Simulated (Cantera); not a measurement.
What does this Cantera script print?

```python
import numpy as np
import cantera as ct

gas_names = """
    C CO CO2 C2 C2O C3 C3O2 C4 C5 Fe FeC5O5 FeO O O2 O3
""".split()
cond_names = """
    C(gr) Fe(a) Fe(c) Fe(d) Fe(L) FeC5O5(L) FeO(s) FeO(L) Fe2O3(s) Fe3O4(s)
""".split()


# ... load() reads the species with a 1 bar reference pressure and builds the phases ...
atoms = {
    'Fe2O3': {'Fe': 2, 'O': 3},
    'CO': {'C': 1, 'O': 1},
}
top_T = {'C(gr)': 4500, 'Fe2O3(s)': 1830, 'Fe3O4(s)': 1870}  # K; cautious upper limits of use, not melting points


# ... equilibrate(T, P, feed) seeds the gas with the atoms and calls Mixture.equilibrate('TP', solver="vcs", rtol=1e-11, max_steps=5000) ...
results = []
feed = {'Fe2O3': 1, 'CO': 4.5}  # mol
T = 1898.15  # K
P = 4300  # Pa
mix = equilibrate(T, P, feed)
results.append((T, P, feed, dict(zip(mix.species_names, mix.species_moles))))
x = sorted(zip(gas.X, gas.species_names), reverse=True)
print(f"T = {T:g} K  P = {P:g} Pa  gas = {mix.phase_moles(0):.4g} mol")
print("   x: " + "  ".join(f"{s} {v:.3e}" for v, s in x if v > 1e-06))
print("   condensed (mol): " + ("  ".join(f"{mix.phase(i).name} {mix.phase_moles(i):.4g}"
      for i in range(1, mix.n_phases) if mix.phase_moles(i) > 1e-12) or "none"))
```

Result:

```
T = 1898.15 K  P = 4300 Pa  gas = 4.504 mol
   x: CO 7.760e-01  CO2 2.230e-01  Fe 9.687e-04  FeO 1.802e-05  O 1.058e-06
   condensed (mol): FeO(L) 1.996
```

These are equilibrium values from Cantera (NASA tables, ideal gas, pure condensed phases), not measurements of a reactor. The tables' stoichiometric FeO is somewhat more stable than real wüstite, so its field is too wide. FeO: taken at fixed stoichiometry.
